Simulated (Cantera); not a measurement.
## Equilibrium for chlorosilane synthesis and conversion: SiCl4 + HCl + H2

Charge: 1 mol SiCl4, 4.9 mol HCl, 0.2 mol H2, equilibrated at 1348 K and 105 Torr.

Method: chemical equilibrium by Gibbs-energy minimisation in Cantera with the NASA 1993 tables (ideal gas, pure condensed phases). Candidate condensed phases: Si; 19 gas species. The tables' values for SiCl3 are old estimates; treat these amounts as uncertain. Kinetics and transport are ignored.

| Item | Result |
|---|---|
| x(HCl) | 0.805 |
| x(SiCl4) | 0.161 |
| x(H2) | 0.0309 |
| x(SiCl3) | 0.00251 |
| x(SiHCl3) | 0.000350 |
| x(SiCl2) | 0.000197 |
| x(Cl) | 2.36e-5 |
| x(H) | 1.09e-6 |
| gas amount | 6.109 mol |
| log10 activity of Si(s) (absent) | -5.47 |
